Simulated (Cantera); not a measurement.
Charge: 1 mol B₂O₃, 9.7 mol HF, 0.24 mol H₂, at 13.0 Pa.

These are equilibrium values from Cantera (NASA tables, ideal gas, pure condensed phases), not measurements of a reactor. Candidate condensed phases: B, B₂O₃, B₃O₃H₃, H₂O; 43 gas species. Equilibrium is a limit: real reactors are often held back by kinetics, nucleation or transport.

Problem. At 923 K, list the 6 most abundant gas species with their mole fractions, and the condensed phases.

Solution. HF 0.490, H₂O 0.290, BF₃ 0.180, H₂ 0.0265, B₃O₃F₃ 0.0130, BOF 0.00147. Condensed: gas only.
